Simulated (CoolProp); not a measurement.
Vapour-liquid equilibrium of hydrogen sulfide (1) + propane (2) at 299.4 K; x and y are mole fractions of (1).

Values from CoolProp's multi-fluid Helmholtz-energy mixture model, Lemmon 2006 and Lemmon 2009; pair parameters Kunz 2012.

```json
[
 {"x": "0.05", "bubble pressure (MPa)": "[?]", "y at the bubble point": "0.151", "dew pressure at overall composition x (MPa)": "1.030", "liquid density (mol/L)": "[?]"},
 {"x": "0.125", "bubble pressure (MPa)": "1.341", "y at the bubble point": "0.304", "dew pressure at overall composition x (MPa)": "1.109", "liquid density (mol/L)": "11.62"},
 {"x": "0.2", "bubble pressure (MPa)": "1.512", "y at the bubble point": "0.410", "dew pressure at overall composition x (MPa)": "1.197", "liquid density (mol/L)": "12.01"},
 {"x": "0.275", "bubble pressure (MPa)": "1.656", "y at the bubble point": "0.488", "dew pressure at overall composition x (MPa)": "[?]", "liquid density (mol/L)": "12.47"},
 {"x": "0.35", "bubble pressure (MPa)": "1.777", "y at the bubble point": "0.551", "dew pressure at overall composition x (MPa)": "1.412", "liquid density (mol/L)": "13.02"},
 {"x": "0.425", "bubble pressure (MPa)": "1.878", "y at the bubble point": "0.603", "dew pressure at overall composition x (MPa)": "1.539", "liquid density (mol/L)": "[?]"},
 {"x": "0.5", "bubble pressure (MPa)": "1.961", "y at the bubble point": "0.649", "dew pressure at overall composition x (MPa)": "1.678", "liquid density (mol/L)": "14.41"},
 {"x": "0.575", "bubble pressure (MPa)": "2.029", "y at the bubble point": "0.691", "dew pressure at overall composition x (MPa)": "1.824", "liquid density (mol/L)": "15.28"},
 {"x": "0.65", "bubble pressure (MPa)": "2.082", "y at the bubble point": "0.732", "dew pressure at overall composition x (MPa)": "[?]", "liquid density (mol/L)": "[?]"},
 {"x": "0.725", "bubble pressure (MPa)": "2.121", "y at the bubble point": "[?]", "dew pressure at overall composition x (MPa)": "2.074", "liquid density (mol/L)": "17.40"},
 {"x": "0.8", "bubble pressure (MPa)": "2.144", "y at the bubble point": "0.817", "dew pressure at overall composition x (MPa)": "2.138", "liquid density (mol/L)": "18.67"},
 {"x": "0.875", "bubble pressure (MPa)": "2.148", "y at the bubble point": "0.869", "dew pressure at overall composition x (MPa)": "2.147", "liquid density (mol/L)": "20.07"},
 {"x": "0.95", "bubble pressure (MPa)": "2.123", "y at the bubble point": "0.938", "dew pressure at overall composition x (MPa)": "2.116", "liquid density (mol/L)": "21.59"}
]
```

Complete the blanks.


- 0.05, bubble pressure (MPa): 1.138
- 0.05, liquid density (mol/L): 11.30
- 0.275, dew pressure at overall composition x (MPa): 1.298
- 0.425, liquid density (mol/L): 13.66
- 0.65, dew pressure at overall composition x (MPa): 1.963
- 0.65, liquid density (mol/L): 16.27
- 0.725, y at the bubble point: 0.773

y crosses x between x = 0.8 and 0.875: the model has an azeotrope there.

The pair parameters rest on a limited set of measurements; away from them the model extrapolates.
